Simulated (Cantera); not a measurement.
What does this Cantera script print?

```python
import numpy as np
import cantera as ct

gas_names = [...]  # 110 gases of nasa_gas.yaml made of C, H, O
cond_names = """
    C(gr) C6H6(L) C7H8(L) C8H18(L),n-octa H2O(s) H2O(L)
""".split()


# ... load() reads the species with a 1 bar reference pressure and builds the phases ...
atoms = {
    'C2H2': {'C': 2, 'H': 2},
    'O2': {'O': 2},
    'H2': {'H': 2},
}
top_T = {'C(gr)': 4500}  # K; cautious upper limits of use, not melting points


# ... equilibrate(T, P, feed) seeds the gas with the atoms and calls Mixture.equilibrate('TP', solver="vcs", rtol=1e-11, max_steps=5000) ...
results = []
feed = {'C2H2': 1, 'O2': 0.49, 'H2': 9.7}  # mol
T = 1198.15  # K
P = 2700  # Pa
mix = equilibrate(T, P, feed)
results.append((T, P, feed, dict(zip(mix.species_names, mix.species_moles))))
print(gas.report(threshold=1e-05))
for i in range(1, mix.n_phases):
    print(f"{mix.phase(i).name:16s} {mix.phase_moles(i):12.5e} mol")
```

Output:

```
       temperature   1198.2 K
          pressure   2700 Pa
           density   0.001139 kg/m^3
  mean mol. weight   4.2024 kg/kmol
   phase of matter   gas

                          1 kg             1 kmol
                     ---------------   ---------------
          enthalpy         4.185e+06        1.7587e+07  J
   internal energy        1.8145e+06        7.6254e+06  J
           entropy             49981        2.1004e+05  J/K
    Gibbs function         -5.57e+07       -2.3407e+08  J
 heat capacity c_p            7459.9             31350  J/K
 heat capacity c_v            5481.4             23035  J/K

                      mass frac. Y      mole frac. X     chem. pot. / RT
                     ---------------   ---------------   ---------------
               CH4         0.0013845        0.00036267           -45.144
                CO           0.55906          0.083877           -43.279
                H2           0.43928            0.9157           -21.673
               H2O        0.00023559        5.4957e-05           -63.155
     [ +106 minor]        3.9645e-05        4.9237e-06

C(gr)             1.01645e+00 mol
```

Cantera equilibrium calculation (NASA polynomials, part measured and part estimated; ideal gas, pure solids and liquids).
